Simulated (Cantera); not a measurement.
A closed system holds: 1 mol Si3N4, 0.36 mol O2, 320 mol N2, held at 1998.15 K.

These are equilibrium values from Cantera (NASA tables, ideal gas, pure condensed phases), not measurements of a reactor. Candidate condensed phases: Si, SiO2, Si2N2O, Si3N4; 16 gas species. Mutual solubility and eutectic melting of coexisting phases are not modelled. The tables' values for SiN are old estimates; treat these amounts as uncertain. Equilibrium is a limit: real reactors are often held back by kinetics, nucleation or transport.

log p: log10 of the partial pressure in bar; n: condensed amount in mol.

| P (Pa) | log p N2 | log p Si | log p SiO | log p Si2N | n Si(l) | n Si3N4(s) | n Si2N2O(s) |
|---|---|---|---|---|---|---|---|
| 0.100 | -6.00 | -8.15 | -8.65 | -15.40 | 0 | 0 | 0 |
| 2.50 | ___ | ___ | ___ | ___ | 0 | 0 | 0 |
| 63 | -3.20 | -5.36 | -5.86 | -8.41 | 0 | 0 | 0 |
| 1600 | -1.80 | -4.37 | -4.45 | -5.73 | 1.29 | 0 | 0 |
| 40000 | ___ | ___ | ___ | ___ | 0 | ___ | 0 |
| 1000000 | 1.00 | -5.57 | -2.86 | -6.73 | 0 | 0.535 | 0.676 |

Task: Complete the blanks.

Result: 
- 40000, log p N2: -0.40
- 40000, log p Si: -4.63
- 40000, log p SiO: -3.05
- 40000, log p Si2N: -5.56
- 40000, n Si3N4(s): 0.751
- 2.50, log p N2: -4.61
- 2.50, log p Si: -6.76
- 2.50, log p SiO: -7.26
- 2.50, log p Si2N: -11.91
